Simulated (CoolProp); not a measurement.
Vapour-liquid equilibrium of n-octane (1) + ethylbenzene (2) at 528.3 K; x and y are mole fractions of (1).

The numbers come from the multi-fluid Helmholtz-energy mixture model, Beckmüller 2019 and Zhou 2012; pair parameters Bell 2016 in CoolProp.

| x | bubble pressure (kPa) | y at the bubble point | dew pressure at overall composition x (kPa) | liquid density (mol/L) |
|---|---|---|---|---|
| 0.05 | 1131 | 0.064 | 1126 | 5.719 |
| 0.125 | 1163 | 0.153 | 1153 | 5.538 |
| 0.2 | … | 0.237 | 1179 | 5.364 |
| 0.275 | 1220 | 0.316 | 1206 | 5.197 |
| 0.35 | 1246 | 0.392 | 1232 | 5.037 |
| 0.425 | 1269 | … | … | 4.884 |
| 0.5 | 1291 | 0.537 | 1280 | 4.736 |
| 0.575 | 1311 | 0.607 | 1302 | 4.595 |
| 0.65 | 1329 | 0.676 | 1322 | 4.459 |
| 0.725 | 1346 | 0.744 | 1341 | 4.329 |
| 0.8 | 1360 | 0.813 | 1358 | 4.204 |
| 0.875 | 1373 | 0.883 | 1372 | 4.084 |
| 0.95 | 1385 | 0.953 | 1384 | 3.969 |

Task: Complete the blanks.

Result: 
- 0.2, bubble pressure (kPa): 1193
- 0.425, y at the bubble point: 0.465
- 0.425, dew pressure at overall composition x (kPa): 1256

No azeotrope shows between x = 0.05 and 0.95.

The pair parameters rest on a limited set of measurements; away from them the model extrapolates.
